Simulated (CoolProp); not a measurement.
The numbers come from the reference Helmholtz-energy equation of state, McLinden 2015 in CoolProp.

Question: For the fluoroketone C6F12O (FK-5-1-12), give the phase and the density (kg/m³), cv (kJ/(kg K)), speed of sound (m/s), Joule-Thomson coefficient (K/MPa) at 147.05 °C and 0.771 MPa; 200.25 °C and 0.771 MPa.

Answer: 
- 147.05 °C and 0.771 MPa: gas; density 87.5, cv 0.979, speed of sound 85.3, Joule-Thomson coefficient 13.5
- 200.25 °C and 0.771 MPa: gas; density 70.2, cv 1.02, speed of sound 100, Joule-Thomson coefficient 7.68
